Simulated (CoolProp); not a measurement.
Vapour-liquid equilibrium of methanol (1) + ethanol (2) at 1130 kPa; x and y are mole fractions of (1).

Model: multi-fluid Helmholtz-energy mixture model, de Reuck 1993 and Schroeder 2014; pair parameters Bell 2016, in CoolProp.

```json
[
 {"x": "0.05", "bubble temperature (°C)": "154.8", "y at the bubble point": "0.065", "dew temperature at overall composition x (°C)": "155.0", "liquid density (mol/L)": "14.15"},
 {"x": "0.15", "bubble temperature (°C)": "153.3", "y at the bubble point": "0.188", "dew temperature at overall composition x (°C)": "153.7", "liquid density (mol/L)": "14.67"},
 {"x": "0.25", "bubble temperature (°C)": "151.8", "y at the bubble point": "0.303", "dew temperature at overall composition x (°C)": "152.5", "liquid density (mol/L)": "15.22"},
 {"x": "0.35", "bubble temperature (°C)": "150.4", "y at the bubble point": "0.412", "dew temperature at overall composition x (°C)": "151.2", "liquid density (mol/L)": "15.80"},
 {"x": "0.45", "bubble temperature (°C)": "149.1", "y at the bubble point": "0.516", "dew temperature at overall composition x (°C)": "150.0", "liquid density (mol/L)": "16.41"},
 {"x": "0.55", "bubble temperature (°C)": "147.7", "y at the bubble point": "0.616", "dew temperature at overall composition x (°C)": "148.6", "liquid density (mol/L)": "17.06"},
 {"x": "0.65", "bubble temperature (°C)": "146.4", "y at the bubble point": "0.711", "dew temperature at overall composition x (°C)": "147.3", "liquid density (mol/L)": "17.75"},
 {"x": "0.75", "bubble temperature (°C)": "145.0", "y at the bubble point": "0.801", "dew temperature at overall composition x (°C)": "145.8", "liquid density (mol/L)": "18.49"},
 {"x": "0.85", "bubble temperature (°C)": "143.6", "y at the bubble point": "0.885", "dew temperature at overall composition x (°C)": "144.2", "liquid density (mol/L)": "19.28"},
 {"x": "0.95", "bubble temperature (°C)": "142.2", "y at the bubble point": "0.964", "dew temperature at overall composition x (°C)": "142.4", "liquid density (mol/L)": "20.12"}
]
```

No azeotrope shows between x = 0.05 and 0.95.

Pair parameters are fitted to limited data, so mixtures are less certain than the pure fluids.
